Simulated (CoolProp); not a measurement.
Properties of C3F8 (R218) along the isobar 9.78 bar (Tc = 71.9 °C, pc = 26.40 bar, ω = 0.317).

Values from CoolProp's reference Helmholtz-energy equation of state, Lemmon 2006. It is a short technical equation, of lower accuracy than the large ones.

```json
[
 {"T (°C)": "-104.05", "phase": "liquid", "cp (kJ/(kg K))": "0.8470", "expansivity (1/kK)": "1.860", "Prandtl number": "20.2"},
 {"T (°C)": "-83.25", "phase": "liquid", "cp (kJ/(kg K))": "0.8819", "expansivity (1/kK)": "1.953", "Prandtl number": "12.9"},
 {"T (°C)": "-62.35", "phase": "liquid", "cp (kJ/(kg K))": "0.9201", "expansivity (1/kK)": "2.103", "Prandtl number": "9.30"},
 {"T (°C)": "-41.55", "phase": "liquid", "cp (kJ/(kg K))": "0.9620", "expansivity (1/kK)": "2.330", "Prandtl number": "7.25"},
 {"T (°C)": "-20.75", "phase": "liquid", "cp (kJ/(kg K))": "1.010", "expansivity (1/kK)": "2.677", "Prandtl number": "5.96"},
 {"T (°C)": "0.15", "phase": "liquid", "cp (kJ/(kg K))": "1.068", "expansivity (1/kK)": "3.252", "Prandtl number": "5.07"},
 {"T (°C)": "20.95", "phase": "liquid", "cp (kJ/(kg K))": "1.150", "expansivity (1/kK)": "4.367", "Prandtl number": "4.44"},
 {"T (°C)": "41.85", "phase": "gas", "cp (kJ/(kg K))": "0.9512", "expansivity (1/kK)": "7.215", "Prandtl number": "0.870"},
 {"T (°C)": "62.65", "phase": "gas", "cp (kJ/(kg K))": "0.9265", "expansivity (1/kK)": "5.339", "Prandtl number": "0.820"},
 {"T (°C)": "83.45", "phase": "gas", "cp (kJ/(kg K))": "0.9290", "expansivity (1/kK)": "4.376", "Prandtl number": "0.791"},
 {"T (°C)": "104.35", "phase": "gas", "cp (kJ/(kg K))": "0.9412", "expansivity (1/kK)": "3.770", "Prandtl number": "0.769"},
 {"T (°C)": "125.15", "phase": "gas", "cp (kJ/(kg K))": "0.9573", "expansivity (1/kK)": "3.349", "Prandtl number": "0.752"},
 {"T (°C)": "146.05", "phase": "gas", "cp (kJ/(kg K))": "0.9748", "expansivity (1/kK)": "3.032", "Prandtl number": "0.736"},
 {"T (°C)": "166.85", "phase": "gas", "cp (kJ/(kg K))": "0.9925", "expansivity (1/kK)": "2.784", "Prandtl number": "0.722"}
]
```

Viscosity comes from a separate model (Huber 2003), an estimate that may be off by 10 % or more. Thermal conductivity comes from a separate model (Huber 2003), an estimate that may be off by 10 % or more.
